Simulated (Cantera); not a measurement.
Input (Python, Cantera) and output of one run.

```python
import numpy as np
import cantera as ct

gas_names = """
    CL CL2 H HCL H2 Si SiCL SiCL2 SiCL3 SiCL4 SiH SiHCL3 SiH2 SiH2CL2 SiH3 SiH3CL SiH4 Si2 Si3
""".split()
cond_names = """
    Si(cr) Si(L)
""".split()


# ... load() reads the species with a 1 bar reference pressure and builds the phases ...
atoms = {
    'Si2Cl6': {'Si': 2, 'CL': 6},
    'H2': {'H': 2},
}
top_T = {}  # K; cautious upper limits of use, not melting points


# ... equilibrate(T, P, feed) seeds the gas with the atoms and calls Mixture.equilibrate('TP', solver="vcs", rtol=1e-11, max_steps=5000) ...
results = []
feed = {'Si2Cl6': 1, 'H2': 81}  # mol
P = 101325  # Pa
for T in [850, 925, 1000, 1075, 1150, 1225, 1300, 1375]:
    mix = equilibrate(T, P, feed)
    results.append((T, P, feed, dict(zip(mix.species_names, mix.species_moles))))
    x = sorted(zip(gas.X, gas.species_names), reverse=True)
    print(f"T = {T:g} K  P = {P:g} Pa  gas = {mix.phase_moles(0):.4g} mol")
    print("   x: " + "  ".join(f"{s} {v:.3e}" for v, s in x if v > 0.001))
    print("   condensed (mol): " + ("  ".join(f"{mix.phase(i).name} {mix.phase_moles(i):.4g}"
          for i in range(1, mix.n_phases) if mix.phase_moles(i) > 1e-12) or "none"))
```

Result:

```
T = 850 K  P = 101325 Pa  gas = 82.27 mol
   x: H2 9.775e-01  SiHCL3 1.045e-02  SiCL4 9.496e-03  HCL 1.473e-03  SiH2CL2 1.012e-03
   condensed (mol): Si(cr) 0.2717
T = 925 K  P = 101325 Pa  gas = 82.32 mol
   x: H2 9.762e-01  SiHCL3 9.994e-03  SiCL4 9.312e-03  HCL 3.305e-03  SiH2CL2 1.053e-03
   condensed (mol): Si(cr) 0.3153
T = 1000 K  P = 101325 Pa  gas = 82.4 mol
   x: H2 9.740e-01  SiHCL3 9.364e-03  SiCL4 8.857e-03  HCL 6.492e-03  SiH2CL2 1.068e-03
   condensed (mol): Si(cr) 0.3885
T = 1075 K  P = 101325 Pa  gas = 82.53 mol
   x: H2 9.704e-01  HCL 1.141e-02  SiHCL3 8.480e-03  SiCL4 8.025e-03  SiH2CL2 1.048e-03
   condensed (mol): Si(cr) 0.4968
T = 1150 K  P = 101325 Pa  gas = 82.73 mol
   x: H2 9.653e-01  HCL 1.818e-02  SiHCL3 7.271e-03  SiCL4 6.744e-03
   condensed (mol): Si(cr) 0.6374
T = 1225 K  P = 101325 Pa  gas = 82.99 mol
   x: H2 9.591e-01  HCL 2.639e-02  SiHCL3 5.731e-03  SiCL4 5.054e-03  SiCL2 1.771e-03  SiCL3 1.064e-03
   condensed (mol): Si(cr) 0.7947
T = 1300 K  P = 101325 Pa  gas = 83.28 mol
   x: H2 9.524e-01  HCL 3.486e-02  SiHCL3 4.002e-03  SiCL2 3.403e-03  SiCL4 3.215e-03  SiCL3 1.358e-03
   condensed (mol): Si(cr) 0.9411
T = 1375 K  P = 101325 Pa  gas = 83.56 mol
   x: H2 9.467e-01  HCL 4.194e-02  SiCL2 5.354e-03  SiHCL3 2.409e-03  SiCL4 1.673e-03  SiCL3 1.396e-03
   condensed (mol): Si(cr) 1.049
```

These are equilibrium values from Cantera (NASA tables, ideal gas, pure condensed phases), not measurements of a reactor. The feed counts by its element totals alone. The tables' values for SiCl3 are old estimates; treat these amounts as uncertain.
